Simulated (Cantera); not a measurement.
## Thermodynamics of silicon carbide growth, feed SiH4 + C2H4 + H2 + HCl

Charge: 1 mol SiH4, 0.007 mol C2H4, 15 mol H2, 3.7 mol HCl, held at 133 Pa.

Equilibrium computed with Cantera from the NASA thermochemical tables; the gas is ideal and each condensed phase is pure. Candidate condensed phases: C, C6H6, C7H8, C8H18, Si, SiC; 109 gas species. Mutual solubility and eutectic melting of coexisting phases are not modelled. The tables' values for SiCl3, SiCl are old estimates; treat these amounts as uncertain. Gases not in the tables: Si2H6 and higher silanes. Kinetics and transport are ignored.

From 750 °C to 1350 °C the condensed part is Si(s) + SiC(s). At 1500 °C the condensed part is Si(l) + SiC(s). At 1650 °C the condensed part is SiC(s). From 1800 °C to 2400 °C nothing is condensed. The main Si-bearing gas is SiCl4 at 750 °C and Si at 2400 °C.

```
T (°C)  log p H2  log p H  log p HCl  log p Cl  log p SiCl2  log p Si  log p SiCl4  n Si(s)  n SiC(s)  n Si(l)
------  --------  -------  ---------  --------  -----------  --------  -----------  -------  --------  -------
750        -2.92    -9.84      -4.16    -11.12        -5.15      <-14        -4.47    0.237    0.0140        0
900        -2.94    -8.40      -3.89     -9.41        -4.48    -12.31        -5.18    0.282    0.0140        0
1050       -2.94    -7.27      -3.86     -8.26        -4.34    -10.05        -6.45    0.235    0.0140        0
1200       -2.94    -6.37      -3.87     -7.39        -4.30     -8.26        -7.61    0.194    0.0140        0
1350       -2.94    -5.63      -3.88     -6.68        -4.28     -6.81        -8.57    0.157    0.0140        0
1500       -2.94    -5.02      -3.87     -6.06        -4.30     -5.67        -9.36        0    0.0137    0.145
1650       -2.96    -4.51      -3.85     -5.52        -4.37     -4.82       -10.03        0   0.00920        0
1800       -2.99    -4.08      -3.77     -4.99        -4.69     -4.48       -10.72        0         0        0
1950       -3.05    -3.72      -3.77     -4.58        -5.22     -4.34       -11.67        0         0        0
2100       -3.14    -3.43      -3.86     -4.29        -5.93     -4.32       -12.90        0         0        0
2250       -3.30    -3.21      -4.05     -4.11        -6.75     -4.36       -14.29        0         0        0
2400       -3.55    -3.06      -4.33     -4.01        -7.62     -4.41         <-14        0         0        0
```
log p: log10 of the partial pressure in bar; n: condensed amount in mol.
